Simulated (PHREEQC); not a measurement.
**Arsenic or selenium liquor (model solution)**

Make-up at 25 °C: 0.0064 mol/kgw H2SeO3, 0.01 mol/kgw NH3 and 7.2e-05 mol/kgw CaCl2. Closed to the air; pH follows from the charge balance.

All values are PHREEQC results (ion-association model, wateq4f.dat), not measurements.

Precipitation was switched off in this run.

**Question.** What pH, ionic strength does the model give?

**Answer.** pH 8.24; ionic strength 0.0122 mol/kgw.

**Question.** In which forms is Se present?

**Answer.** HSeO3- 56 %, SeO3-2 44 % of the Se.
